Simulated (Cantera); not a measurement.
Input: 1 mol Si3N4, 1.7 mol NF3, 4 mol Cl2, at 1873 K and 90.0 Torr.

Cantera equilibrium calculation (NASA polynomials, part measured and part estimated; ideal gas, pure solids and liquids). Candidate condensed phases: Si, Si3N4; 24 gas species. The tables' values for SiCl3, SiF3, SiF2 are old estimates; treat these amounts as uncertain. Equilibrium is a limit: real reactors are often held back by kinetics, nucleation or transport.

Base state: N2 0.408, SiCl4 0.233, SiF4 0.180, Cl 0.148, Cl2 0.0136, SiCl3 0.0122, SiF3 0.00340, SiCl2 0.000908 (mole fractions); condensed: gas only.

Problem. What changes in the equilibrium state with this change: temperature from 1873 K to 775 K?

Solution. 
```json
[
 {"species": "N2", "before": "0.408", "after": "0.445"},
 {"species": "SiCl4", "before": "0.233", "after": "0.270"},
 {"species": "SiF4", "before": "0.180", "after": "0.199"},
 {"species": "Cl", "before": "0.148", "after": "4.35e-6"},
 {"species": "Cl2", "before": "0.0136", "after": "0.0859"},
 {"species": "SiCl3", "before": "0.0122", "after": "<1e-9"},
 {"species": "SiF3", "before": "0.00340", "after": "<1e-9"},
 {"species": "SiCl2", "before": "0.000908", "after": "<1e-9"},
 {"species": "SiF2", "before": "2.15e-5", "after": "<1e-9"}
]
```
